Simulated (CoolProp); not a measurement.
Properties of R1224YDZ along the isotherm 244.3 K (Tc = 428.7 K, pc = 33.34 bar, ω = 0.325).

Values from CoolProp's reference Helmholtz-energy equation of state, Akasaka 2023.

| p (bar) | phase | density (kg/m³) | cp (kJ/(kg K)) | cv (kJ/(kg K)) | Joule-Thomson coefficient (K/MPa) | isothermal compressibility (1/MPa) |
|---|---|---|---|---|---|---|
| 0.527 | liquid | 1499 | 1.059 | 0.7442 | -0.3784 | 0.001386 |
| 0.937 | liquid | 1499 | 1.059 | 0.7442 | -0.3785 | 0.001385 |
| 1.67 | liquid | 1499 | 1.059 | 0.7442 | -0.3787 | 0.001383 |
| 2.96 | liquid | 1499 | 1.058 | 0.7443 | -0.3790 | 0.001381 |
| 5.27 | liquid | 1500 | 1.058 | 0.7443 | -0.3795 | 0.001376 |
| 9.37 | liquid | 1501 | 1.058 | 0.7445 | -0.3804 | 0.001367 |
| 16.7 | liquid | 1502 | 1.057 | 0.7447 | -0.3820 | 0.001352 |
| 29.6 | liquid | 1505 | 1.055 | 0.7450 | -0.3847 | 0.001326 |
| 52.7 | liquid | 1509 | 1.053 | 0.7457 | -0.3893 | 0.001283 |
| 93.7 | liquid | 1517 | 1.049 | 0.7469 | -0.3967 | 0.001214 |
| 167 | liquid | 1530 | 1.043 | 0.7492 | -0.4076 | 0.001109 |
